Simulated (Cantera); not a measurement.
Input: 1 mol BF₃, a varied amount of H₂O, 21 mol H₂, at 2200 °C and 640 Pa.

Cantera equilibrium calculation (NASA polynomials, part measured and part estimated; ideal gas, pure solids and liquids). Candidate condensed phases: B, B₂O₃, B₃O₃H₃, H₂O; 43 gas species. The tables' values for BF₂ are old estimates; treat these amounts as uncertain. Kinetics and transport are ignored.

log p: log10 of the partial pressure in bar; nothing condenses.

```json
[
 {"n(H₂O) (mol)": "0.078", "log p H₂": "-2.37", "log p H₂O": "-7.54", "log p H": "-2.84", "log p HF": "-3.32", "log p BF": "-3.69", "log p BOF": "-4.85", "log p OH": "-8.71", "log p HBO₂": "-9.43"},
 {"n(H₂O) (mol)": "0.13", "log p H₂": "-2.37", "log p H₂O": "-7.30", "log p H": "-2.84", "log p HF": "-3.32", "log p BF": "-3.71", "log p BOF": "-4.63", "log p OH": "-8.46", "log p HBO₂": "-8.96"},
 {"n(H₂O) (mol)": "0.22", "log p H₂": "-2.37", "log p H₂O": "-7.02", "log p H": "-2.84", "log p HF": "-3.32", "log p BF": "-3.76", "log p BOF": "-4.40", "log p OH": "-8.18", "log p HBO₂": "-8.46"},
 {"n(H₂O) (mol)": "0.37", "log p H₂": "-2.38", "log p H₂O": "…", "log p H": "-2.84", "log p HF": "-3.31", "log p BF": "…", "log p BOF": "…", "log p OH": "…", "log p HBO₂": "…"},
 {"n(H₂O) (mol)": "0.61", "log p H₂": "-2.38", "log p H₂O": "-6.27", "log p H": "-2.84", "log p HF": "-3.30", "log p BF": "-4.07", "log p BOF": "-3.96", "log p OH": "-7.43", "log p HBO₂": "-7.30"},
 {"n(H₂O) (mol)": "1", "log p H₂": "-2.38", "log p H₂O": "-5.10", "log p H": "-2.84", "log p HF": "-3.28", "log p BF": "-5.06", "log p BOF": "-3.77", "log p OH": "-6.26", "log p HBO₂": "-5.95"},
 {"n(H₂O) (mol)": "1.7", "log p H₂": "-2.39", "log p H₂O": "-3.88", "log p H": "-2.85", "log p HF": "-3.28", "log p BF": "-6.31", "log p BOF": "-3.80", "log p OH": "-5.04", "log p HBO₂": "-4.76"},
 {"n(H₂O) (mol)": "2.9", "log p H₂": "-2.41", "log p H₂O": "…", "log p H": "-2.86", "log p HF": "-3.28", "log p BF": "…", "log p BOF": "…", "log p OH": "…", "log p HBO₂": "…"},
 {"n(H₂O) (mol)": "4.9", "log p H₂": "-2.44", "log p H₂O": "-3.18", "log p H": "-2.87", "log p HF": "-3.30", "log p BF": "-7.25", "log p BOF": "-3.98", "log p OH": "-4.31", "log p HBO₂": "-4.22"},
 {"n(H₂O) (mol)": "8.1", "log p H₂": "-2.49", "log p H₂O": "-2.96", "log p H": "-2.90", "log p HF": "-3.32", "log p BF": "-7.66", "log p BOF": "-4.13", "log p OH": "-4.06", "log p HBO₂": "-4.12"},
 {"n(H₂O) (mol)": "14", "log p H₂": "-2.56", "log p H₂O": "-2.77", "log p H": "-2.93", "log p HF": "-3.38", "log p BF": "-8.13", "log p BOF": "-4.34", "log p OH": "-3.84", "log p HBO₂": "-4.08"}
]
```

**Question.** Fill in the missing entries.

**Answer.** 
- 2.9, log p H₂O: -3.47
- 2.9, log p BF: -6.83
- 2.9, log p BOF: -3.87
- 2.9, log p OH: -4.61
- 2.9, log p HBO₂: -4.41
- 0.37, log p H₂O: -6.70
- 0.37, log p BF: -3.86
- 0.37, log p BOF: -4.18
- 0.37, log p OH: -7.86
- 0.37, log p HBO₂: -7.92
